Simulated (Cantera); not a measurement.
Input: 1 mol CCl4, 0.015 mol Si, 10 mol H2, held at 1252 °C and 10.0 mbar.

Method: chemical equilibrium by Gibbs-energy minimisation in Cantera with the NASA 1993 tables (ideal gas, pure condensed phases). Candidate condensed phases: C, C6H6, C7H8, C8H18, Si, SiC; 109 gas species. The tables' values for SiCl3 are old estimates; treat these amounts as uncertain. The numbers say what is thermodynamically allowed, not how fast it happens.

Base state: H2 0.668, HCl 0.331, SiCl2 0.00112, H 0.000193, SiCl3 9.66e-5, Cl 7.68e-5, SiCl4 2.47e-5, CH4 1.02e-5 (mole fractions); condensed: C(graphite).

Task: What changes in the equilibrium state with this change: pressure from 10.0 mbar to 0.140 bar?

Result: 
```json
[
 {"species": "H2", "before": "0.668", "after": "0.668"},
 {"species": "HCl", "before": "0.331", "after": "0.330"},
 {"species": "SiCl2", "before": "0.00112", "after": "0.000735"},
 {"species": "CH4", "before": "1.02e-5", "after": "0.000143"},
 {"species": "SiHCl3", "before": "5.64e-6", "after": "5.16e-5"},
 {"species": "SiCl4", "before": "2.47e-5", "after": "0.000226"},
 {"species": "C(graphite), mol", "before": "1.000", "after": "0.998"}
]
```

Task: What changes in the equilibrium state with this change: pressure from 10.0 mbar to 0.330 bar?

Result: 
```csv
species,before,after
H2,0.668,0.668
HCl,0.331,0.330
SiCl2,0.00112,0.000524
CH4,1.02e-5,0.000336
SiHCl3,5.64e-6,8.67e-5
SiCl4,2.47e-5,0.000379
"C(graphite), mol",1.000,0.996
```

Task: What changes in the equilibrium state with this change: pressure from 10.0 mbar to 7.70 Pa?

Result: 
```
species             before     after
----------------  --------  --------
H2                   0.668     0.666
HCl                  0.331     0.329
H                 0.000193   0.00220
SiCl2              0.00112   0.00124
CH4                1.02e-5   7.80e-8
SiCl4              2.47e-5   2.08e-7
Cl                 7.68e-5  0.000873
SiCl3              9.66e-5   9.31e-6
C(graphite), mol     1.000     1.000
```
